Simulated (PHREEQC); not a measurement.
Dissolve 6.2 mmol/kgw HNO3, 0.0064 mmol/kgw H4SiO4 and 1.2 mmol/kgw CuSO4 at 25 °C. Closed to the air; pH follows from the charge balance.

Model: ion-association model, phreeqc.dat, run in PHREEQC.

This is a speciation only: nothing precipitates in the calculation.

Question: Order these S species by the share of S that they hold, largest first: HSO4-, CuSO4, SO4-2.

Answer: SO4-2 (67 %), HSO4- (26 %), CuSO4 (6.9 %)

The pH is 2.27 and the ionic strength 0.0100 mol/kgw.
